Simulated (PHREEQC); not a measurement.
A solution holds 0.046 mol NaHSO4, 0.09 mol NaF and 0.25 mol KCl per kg of water, at 25 °C. Closed to the air; pH follows from the charge balance.

Equilibrium calculation in PHREEQC: ion-association model, phreeqc.dat.

| quantity | before | after |
|---|---|---|
| pH | 2.97 | 3.05 |
| SO4-2 (mol/kgw) | 0.0300 | 0.0169 |
| KSO4- (mol/kgw) | 0.0106 | 0.00396 |
| NaSO4- (mol/kgw) | 0.00449 | 0.00162 |
| SI of Sylvite (KCl) | -2.48 | -3.02 |
| SI of Halite (NaCl) | -3.38 | -3.93 |

**Question.** What was changed between the two runs?
A) 0.06 mol/kgw H3PO4 added
B) NaF from 0.09 to 0.018 mol/kgw
C) diluted 2-fold with water
D) NaF left out

**Answer.** C, diluted 2-fold with water

This is a speciation only: nothing precipitates in the calculation.
